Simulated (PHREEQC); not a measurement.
A PHREEQC speciation (ion-association model, wateq4f.dat) at 55 °C gives pH 5.77 and these molalities:

| species | mol/kgw |
|---|---|
| Cd+2 | 0.0246 |
| CdSO4 | 0.0211 |
| SO4-2 | 0.0206 |
| Cd(SO4)2-2 | 0.00415 |
| Cl- | 0.000148 |
| CdCl+ | 0.000132 |
| K+ | 9.26e-5 |
| Ni+2 | 5.55e-5 |
| NiSO4 | 3.44e-5 |
| KSO4- | 7.40e-6 |
| CdOH+ | 4.17e-6 |
| HSO4- | 3.23e-6 |
| H+ | 2.07e-6 |
| Cd2OH+3 | 1.02e-6 |
| OH- | 5.55e-8 |
| CdCl2 | 5.10e-8 |
| CdOHCl | 4.32e-8 |
| Ni(SO4)2-2 | 3.10e-8 |
| NiOH+ | 1.41e-8 |

Task: What are the element totals, and what could have been dissolved in 1 kg of water to give them?

Result: This is not unique; one that fits is totals Cd 0.0500, Cl 0.000280, K 0.000100, Ni 9.00e-5, S(6) 0.0500 mol/kgw, from 0.05 mol CdSO4, 0.0001 mol KCl and 9e-05 mol NiCl2 per kg of water.

This is a speciation only: nothing precipitates in the calculation. At this temperature some constants are extrapolated from 25 °C, and those without enthalpy data are left unchanged.
